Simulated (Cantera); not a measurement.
What does this Cantera script print?

```python
import numpy as np
import cantera as ct

gas_names = """
    O2 N2
""".split()
cond_names = """
    V(cr) VN(s) VO(s) V2O3(s) V2O4(II) V2O5(s)
""".split()


def load(file, names, dense=False):
    # The tables refer to 1 bar. Condensed volumes are neglected.
    table = {s.name: s for s in ct.Species.list_from_file(file)}
    out = []
    for n in names:
        d = dict(table[n].input_data)
        d["thermo"] = dict(d["thermo"], **{"reference-pressure": 1e5})
        if dense:
            d["equation-of-state"] = {"model": "constant-volume", "density": "1e6 g/cm^3"}
        out.append(ct.Species.from_dict(d))
    return out


species = {s.name: s for s in load("nasa_gas.yaml", gas_names) + load("nasa_condensed.yaml", cond_names)}
T = 600
g = {n: (s.thermo.h(T) - T * s.thermo.s(T)) / (ct.gas_constant * T * np.log(10)) for n, s in species.items()}
valid = cond_names  # the entries whose range holds T


def stable(la, lb):
    # potentials (over RT ln 10) of the two non-metals from log10 p(O2) and log10 p(N2) in bar
    mu = {}
    mu["O"] = (g["O2"] + la) / 2
    mu["N"] = (g["N2"] + lb) / 2
    cost = {}
    for n in valid:
        c = species[n].composition
        cost[n] = (g[n] - sum(c.get(e, 0) * m for e, m in mu.items())) / c["V"]
    return min(cost, key=cost.get)


results = []
for lb in [1, -1.3, -3.6, -5.9, -8.1, -10.4, -12.7, -15, -17.3, -19.6, -21.9, -24.1, -26.4, -28.7, -31]:
    row = [stable(la, lb) for la in [-31, -28.9, -26.9, -24.8, -22.7, -20.7, -18.6, -16.5, -14.5, -12.4, -10.3, -8.3, -6.2, -4.1, -2.1, 0]]
    results.append(row)
    print(f"{lb:6.1f}  " + " ".join(f"{valid.index(n):x}" for n in row))
print("key: " + ", ".join(f"{i:x} {n}" for i, n in enumerate(valid)))
```

Output:

```
   1.0  3 3 4 4 4 4 4 4 4 5 5 5 5 5 5 5
  -1.3  3 3 4 4 4 4 4 4 4 5 5 5 5 5 5 5
  -3.6  3 3 4 4 4 4 4 4 4 5 5 5 5 5 5 5
  -5.9  3 3 4 4 4 4 4 4 4 5 5 5 5 5 5 5
  -8.1  3 3 4 4 4 4 4 4 4 5 5 5 5 5 5 5
 -10.4  3 3 4 4 4 4 4 4 4 5 5 5 5 5 5 5
 -12.7  3 3 4 4 4 4 4 4 4 5 5 5 5 5 5 5
 -15.0  3 3 4 4 4 4 4 4 4 5 5 5 5 5 5 5
 -17.3  3 3 4 4 4 4 4 4 4 5 5 5 5 5 5 5
 -19.6  3 3 4 4 4 4 4 4 4 5 5 5 5 5 5 5
 -21.9  3 3 4 4 4 4 4 4 4 5 5 5 5 5 5 5
 -24.1  3 3 4 4 4 4 4 4 4 5 5 5 5 5 5 5
 -26.4  3 3 4 4 4 4 4 4 4 5 5 5 5 5 5 5
 -28.7  3 3 4 4 4 4 4 4 4 5 5 5 5 5 5 5
 -31.0  3 3 4 4 4 4 4 4 4 5 5 5 5 5 5 5
key: 0 V(cr), 1 VN(s), 2 VO(s), 3 V2O3(s), 4 V2O4(II), 5 V2O5(s)
```

Standard-state values (1 bar) from the NASA 1993 polynomials, evaluated with Cantera. VN, VO: taken at fixed stoichiometry. Not in the tables: V3O5 to V6O13, V2N.
